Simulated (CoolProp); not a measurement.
Vapour-liquid equilibrium of n-pentane (1) + cyclohexane (2) at 5.04 bar; x and y are mole fractions of (1).

Model: multi-fluid Helmholtz-energy mixture model, Thol 2019 and Zhou 2014; pair parameters Bell 2016, in CoolProp.

Task: Give the bubble temperature and the first vapour's composition at x = 0.05, 0.275, 0.875. Is there an azeotrope?

Result: x = 0.05: 140.7 °C, y = 0.126; x = 0.275: 123.9 °C, y = 0.513; x = 0.875: 97.0 °C, y = 0.949. No azeotrope shows between x = 0.05 and 0.95.

The pair parameters rest on a limited set of measurements; away from them the model extrapolates.
